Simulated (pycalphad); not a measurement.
Source of the numbers: pycalphad with the COST 507 light-alloy database (1999); pressure 1 atm. These are 1990s assessments: newer ones move some temperatures and phases. Amounts are mole fractions of atoms. Diffusion is slow at the low end, where real alloys seldom reach equilibrium.

Q: Give the equilibrium state of Si-15C (at.%) at 1840 K.

A: liquid, fraction 0.700, with 0.01 C at.%; CSI, fraction 0.300, with 50.0 C at.%.

Q: Give the equilibrium state of Si-15C (at.%) at 640 K.

A: diamond (Si), fraction 0.700, with <0.01 C at.%; CSI, fraction 0.300, with 50.0 C at.%.

Database names, with the compositions (at.%) that they take in these runs: CSI: Si 50 C 50.
